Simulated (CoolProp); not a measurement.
Properties of R1123 along the isotherm 334.2 K.

Values from CoolProp's reference Helmholtz-energy equation of state, Akasaka 2020.

```
p (kPa)          phase  cp (kJ/(kg K))  Joule-Thomson coefficient (K/MPa)  isothermal compressibility (1/MPa)  fugacity coefficient
-------  -------------  --------------  ---------------------------------  ----------------------------------  --------------------
21.6               gas          0.9035                              9.513                               46.37                0.9984
34.9               gas          0.9042                              9.520                               28.73                0.9974
56.3               gas          0.9054                              9.533                               17.84                0.9958
91                 gas          0.9073                              9.553                               11.07                0.9932
147                gas          0.9104                              9.585                               6.880                0.9890
237                gas          0.9156                              9.638                               4.297                0.9823
384                gas          0.9245                              9.726                               2.684                0.9714
620                gas          0.9399                              9.873                               1.697                0.9539
1000               gas          0.9683                              10.12                               1.090                0.9261
1620               gas           1.028                              10.58                              0.7214                0.8811
2610               gas           1.184                              11.47                              0.5227                0.8102
4220               gas           2.406                              13.38                              0.6369                0.6938
6820     supercritical           2.181                              1.676                             0.04669                0.4930
```
